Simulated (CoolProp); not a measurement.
Saturation properties of p-xylene (Tc = 343.0 °C, pc = 3.532 MPa, ω = 0.324).

The numbers come from the reference Helmholtz-energy equation of state, Zhou 2012 in CoolProp.

```tsv
T (°C)	p (MPa)	surface tension (mN/m)	vapour viscosity (µPa s)	liquid conductivity (mW/(m K))
156.75	0.1619	14.6	9.07	96.2
160.55	0.1772	14.2	___	95.5
164.35	0.1938	13.8	9.22	94.8
168.15	0.2114	13.5	___	94.1
172.05	0.2308	13.1	9.37	93.4
175.85	0.2510	12.8	9.44	92.8
179.65	___	12.4	9.52	92.1
183.45	0.2955	12.1	___	91.5
187.25	0.3199	11.7	9.67	90.9
191.05	0.3458	11.4	9.75	90.2
194.85	0.3732	11.0	9.83	89.6
198.65	0.4023	10.7	9.91	89.1
202.45	___	___	10.00	88.5
206.35	___	10.0	10.1	87.9
```

### Question
Some entries are withheld; supply them.

### Answer

- 160.55, vapour viscosity (µPa s): 9.15
- 168.15, vapour viscosity (µPa s): 9.29
- 179.65, p (MPa): 0.2726
- 183.45, vapour viscosity (µPa s): 9.60
- 202.45, p (MPa): 0.4331
- 202.45, surface tension (mN/m): 10.4
- 206.35, p (MPa): 0.4665

It boils at 138.3 °C under 1 atm.

Viscosity comes from a separate model (Balogun 2015). Thermal conductivity comes from a separate model (Mylona 2014). Surface tension comes from a separate correlation (Mulero 2014).
